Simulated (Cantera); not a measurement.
Input: 1 mol Si2Cl6, 0.87 mol NH3, 74 mol N2, held at 63.0 Pa.

Method: chemical equilibrium by Gibbs-energy minimisation in Cantera with the NASA 1993 tables (ideal gas, pure condensed phases). Candidate condensed phases: NH4Cl, Si, Si3N4; 28 gas species. The feed counts by its element totals alone. The tables' values for SiCl3, SiCl, SiN are old estimates; treat these amounts as uncertain. Rates play no part.

x: gas mole fraction; n: condensed amount in mol.

```
T (°C)   x N2   x HCl   x SiCl2   x SiCl4      x Cl  n Si3N4(s)
------  -----  ------  --------  --------  --------  ----------
775     0.956  0.0311   4.77e-5    0.0115   2.39e-7       0.365
850     0.955  0.0314  0.000401    0.0110   1.35e-6       0.359
925     0.954  0.0313       ___       ___       ___         ___
1000    0.951  0.0307       ___       ___       ___         ___
1075    0.947  0.0285    0.0188   0.00110   4.45e-5      0.0942
1150    0.946  0.0241    0.0243  0.000139   7.80e-5           0
1225    0.946  0.0245    0.0248   4.45e-5  0.000207           0
1300    0.945  0.0245    0.0250   1.49e-5  0.000484           0
1375    0.945  0.0242    0.0251   5.18e-6   0.00102           0
1450    0.944  0.0235    0.0250   1.87e-6   0.00197           0
1525    0.943  0.0227    0.0246   7.09e-7   0.00355           0
1600    0.940  0.0218    0.0235   2.93e-7   0.00622           0
1675    0.936  0.0212    0.0212   1.32e-7    0.0108           0
```

Problem. Complete the blanks.

Solution. 
- 1000, x SiCl2: 0.00925
- 1000, x SiCl4: 0.00499
- 1000, x Cl: 1.96e-5
- 1000, n Si3N4(s): 0.228
- 925, x SiCl2: 0.00240
- 925, x SiCl4: 0.00917
- 925, x Cl: 5.92e-6
- 925, n Si3N4(s): 0.327
